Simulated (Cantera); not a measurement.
Charge: 1 mol BN, 2.6 mol Cl2, 8.8 mol N2, equilibrated at 1750 K and 13.3 mbar.

Equilibrium computed with Cantera from the NASA thermochemical tables; the gas is ideal and each condensed phase is pure. Candidate condensed phases: B, BN; 10 gas species. The tables' values for BCl2 are old estimates; treat these amounts as uncertain. Rates play no part.

Base state: N2 0.748, Cl 0.165, BCl3 0.0803, Cl2 0.00592, BCl2 0.000134 (mole fractions); condensed: gas only.

Task: What changes in the equilibrium state with this change: temperature from 1750 K to 1023.15 K?

Result: 
```csv
species,before,after
N2,0.748,0.815
Cl2,0.00592,0.0957
BCl3,0.0803,0.0877
Cl,0.165,0.00146
BCl2,0.000134,<1e-9
```
